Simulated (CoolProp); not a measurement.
p-xylene along the isobar 260 kPa: fugacity coefficient from the reference equation and from simpler models built on Tc = 616.2 K, pc = 3532 kPa, ω = 0.324; each cubic takes its own stable root.

The numbers come from the reference Helmholtz-energy equation of state, Zhou 2012 in CoolProp.

```csv
T (K),phase,reference
413.6,liquid,0.3957
418.1,liquid,0.4430
422.6,liquid,0.4944
427.1,liquid,0.5502
431.6,liquid,0.6104
436.1,liquid,0.6753
440.6,liquid,0.7450
445.1,liquid,0.8198
449.6,liquid,0.8997
454.1,gas,0.9208
458.6,gas,0.9237
463.1,gas,0.9264
467.6,gas,0.9290
472,gas,0.9314
476.5,gas,0.9338
```

Task: How far does each simpler model (van der Waals, Redlich-Kwong, Soave-Redlich-Kwong) lie from the reference over these 15 states: mean and median of the absolute difference, and the worst?

Result: 
- van der Waals: mean 38.8 %, median 16.3 %, worst +138.8 % at 413.6 K and 260 kPa
- Redlich-Kwong: mean 32.8 %, median 14.4 %, worst +96.0 % at 413.6 K and 260 kPa
- Soave-Redlich-Kwong: mean 1.3 %, median 1.2 %, worst +2.1 % at 449.6 K and 260 kPa

At some of these states van der Waals, Redlich-Kwong gives the other phase, because its saturation line lies elsewhere.
